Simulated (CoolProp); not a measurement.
Computed with CoolProp (reference Helmholtz-energy equation of state, Schroeder 2014).

**Question.** For ethanol, give the phase and the Joule-Thomson coefficient (K/MPa), viscosity (µPa s) at 2.75 °C and 392 kPa; 2.75 °C and 1570 kPa.

**Answer.** 
- 2.75 °C and 392 kPa: liquid; Joule-Thomson coefficient -0.388, viscosity 1710
- 2.75 °C and 1570 kPa: liquid; Joule-Thomson coefficient -0.389, viscosity 1730

Viscosity comes from a separate model (Kiselev 2005).
